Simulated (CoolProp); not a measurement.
The numbers come from the reference Helmholtz-energy equation of state, Lemmon 2013 in CoolProp.

Problem. For propylene, give the phase and the speed of sound (m/s), Joule-Thomson coefficient (K/MPa), isothermal compressibility (1/MPa), expansivity (1/kK) at -51.85 °C and 0.101 MPa.

Solution. 
- -51.85 °C and 0.101 MPa: liquid; speed of sound 1210, Joule-Thomson coefficient -0.417, isothermal compressibility 0.00176, expansivity 2.00
